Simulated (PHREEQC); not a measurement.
Dissolve 0.2 mol/kgw NiSO4, 0.0058 mol/kgw Na2SO4 and 0.0005 mol/kgw FeSO4 at 10 °C. Closed to the air; pH follows from the charge balance.

The numbers come from PHREEQC with the ion-association model, wateq4f.dat.

| quantity | before | after |
|---|---|---|
| pH | 6.16 | 6.84 |
| ionic strength (mol/kgw) | 0.403 | 0.0186 |
| SO4-2 (mol/kgw) | 0.101 | 0.00600 |
| Na+ (mol/kgw) | 0.0105 | 0.0114 |
| NaSO4- (mol/kgw) | 0.00112 | 0.000185 |
| Fe+2 (mol/kgw) | 0.000282 | 0.000387 |
| SI of Melanterite (FeSO4:7H2O) | -3.35 | -3.66 |
| SI of Mirabilite (Na2SO4:10H2O) | -4.05 | -4.59 |

Task: What was changed between the two runs?
A. 0.24 mol/kgw CdCl2 added
B. NiSO4 from 0.2 to 0.04 mol/kgw
C. Na2SO4 from 0.0058 to 0.0116 mol/kgw
D. NiSO4 left out

Result: D, NiSO4 left out

No solid was allowed to form. In wateq4f.dat the enthalpy of Ni(OH)2 has the wrong sign, so its saturation index can't be trusted away from 25 °C. Away from 25 °C the constants follow the database's enthalpies or fits; those with neither stay at their 25 °C values.
